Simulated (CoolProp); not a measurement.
Properties of acetone along the isobar 101 kPa.

Computed with CoolProp (reference Helmholtz-energy equation of state, Lemmon 2006). It is a short technical equation, of lower accuracy than the large ones.

```csv
T (°C),phase,Z,cp (kJ/(kg K)),Joule-Thomson coefficient (K/MPa),isothermal compressibility (1/MPa)
27.05,liquid,0.003004,2.148,-0.3389,0.001326
54.85,liquid,0.002866,2.226,-0.2886,0.001751
82.55,gas,0.9647,1.561,53.65,10.28
110.35,gas,0.9748,1.600,36.83,10.16
138.05,gas,0.9811,1.659,26.64,10.09
165.85,gas,0.9854,1.725,20.10,10.05
193.55,gas,0.9884,1.794,15.75,10.02
221.35,gas,0.9906,1.864,12.69,9.995
249.05,gas,0.9923,1.932,10.49,9.979
276.85,gas,0.9935,1.999,8.836,9.965
```
